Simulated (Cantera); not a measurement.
Cantera with NASA thermochemical tables; ideal gases at 1 bar, condensed phases pure. Values are per mole of reaction as written; species without (g) are pure solids or liquids, kept so even where they would boil at 1 bar.

Pb(g) + SO3(g) = PbS + 3 O(g), with ΔH° = 849.8 kJ and ΔS° = 142.6 J/K at 300 K.

Question: How far is the shortcut ΔG° ≈ ΔH°(300 K) − T·ΔS°(300 K) from the full temperature-dependent value at 723, 873, 1023, 1173, 1323, 1473, 1623, 1773 K?

Answer: 
```tsv
T (K)	shortcut (kJ)	full (kJ)	difference (kJ)	difference in log10 K	condensed phases
723	746.7	739.0	7.7	-0.55	PbS(s)
873	725.3	712.9	12.4	-0.74	PbS(s)
1023	703.9	686.1	17.8	-0.91	PbS(s)
1173	682.5	658.9	23.6	-1.05	PbS(s)
1323	661.1	631.2	29.9	-1.18	PbS(s)
1473	639.7	602.0	37.7	-1.34	PbS(l)
1623	618.3	571.5	46.8	-1.51	PbS(l)
1773	596.9	540.6	56.3	-1.66	PbS(l)
```
The shortcut ignores heat capacities and the phase changes listed.
